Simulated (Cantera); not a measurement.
A Cantera script and what it prints.

```python
import numpy as np
import cantera as ct

gas_names = """
    H H2 N NH NH2 NH3 N2 N2H2 N2H4 Si SiH SiH2 SiH3 SiH4 SiN Si2 Si2N Si3
""".split()
cond_names = """
    Si(cr) Si(L) Si3N4(a)
""".split()


# ... load() reads the species with a 1 bar reference pressure and builds the phases ...
atoms = {
    'SiH4': {'Si': 1, 'H': 4},
    'NH3': {'N': 1, 'H': 3},
    'N2': {'N': 2},
}
top_T = {'Si3N4(a)': 2400}  # K; cautious upper limits of use, not melting points


# ... equilibrate(T, P, feed) seeds the gas with the atoms and calls Mixture.equilibrate('TP', solver="vcs", rtol=1e-11, max_steps=5000) ...
results = []
feed = {'SiH4': 1, 'NH3': 43, 'N2': 33}  # mol
P = 15  # Pa
for T in [1000, 1050, 1100, 1150, 1200, 1250, 1300, 1350, 1400, 1450, 1500, 1550, 1600]:
    mix = equilibrate(T, P, feed)
    results.append((T, P, feed, dict(zip(mix.species_names, mix.species_moles))))

top = {s: max(r[3][s] / sum(r[3][g] for g in gas_names) for r in results) for s in gas_names}
cols = sorted((s for s in top if top[s] > 1e-05), key=lambda s: -top[s])[:9]
seen = [c for c in cond_names if any(r[3].get(c, 0) > 1e-12 for r in results)]
print("log10 of partial pressures in bar; condensed amounts in mol")
print(f"{'T/K':>10s}" + "".join(f"{s[:9]:>10s}" for s in cols + seen))
for T, P, feed, n in results:
    ng = sum(n[g] for g in gas_names)
    print(f"{T:10.4g}" + "".join(f"{np.log10(max(n[s] / ng * P / 1e5, 1e-99)):10.3f}" for s in cols)
          + "".join(f"{n.get(c, 0):10.4g}" for c in seen))
```

Output:

```
log10 of partial pressures in bar; condensed amounts in mol
       T/K        H2        N2         H        Si       SiH    Si(cr)  Si3N4(a)
      1000    -4.081    -4.173   -10.685   -20.160   -20.359         0    0.3333
      1050    -4.081    -4.173   -10.132   -18.429   -18.817         0    0.3333
      1100    -4.081    -4.173    -9.628   -16.855   -17.417         0    0.3333
      1150    -4.081    -4.173    -9.168   -15.420   -16.140         0    0.3333
      1200    -4.081    -4.173    -8.746   -14.106   -14.970         0    0.3333
      1250    -4.081    -4.173    -8.356   -12.898   -13.896         0    0.3333
      1300    -4.082    -4.173    -7.997   -11.783   -12.905         0    0.3333
      1350    -4.082    -4.173    -7.664   -10.753   -11.989         0    0.3333
      1400    -4.082    -4.173    -7.354    -9.797   -11.139         0    0.3333
      1450    -4.082    -4.173    -7.065    -8.907   -10.349         0     0.333
      1500    -4.082    -4.173    -6.796    -8.078    -9.613         0    0.3309
      1550    -4.085    -4.171    -6.544    -7.479    -9.102    0.9713         0
      1600    -4.086    -4.171    -6.308    -7.011    -8.716    0.9163         0
```

These are equilibrium values from Cantera (NASA tables, ideal gas, pure condensed phases), not measurements of a reactor.
